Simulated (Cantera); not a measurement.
Source: NASA polynomial tables (part measured, part estimated), evaluated in Cantera. Values are per mole of reaction as written; species without (g) are pure solids or liquids, kept so even where they would boil at 1 bar.

Question: Between 475 and 1075 K, where is each reaction favourable under standard conditions?
- 3 Ca + SO3(g) → 3 CaO + S

Answer: 
- 3 Ca + SO3(g) → 3 CaO + S: ΔG° is -1398 kJ at 475 K and -1274 kJ at 1075 K; it stays negative (K > 1). ΔH° is -1490 kJ and ΔS° -200 J/K at 1075 K.
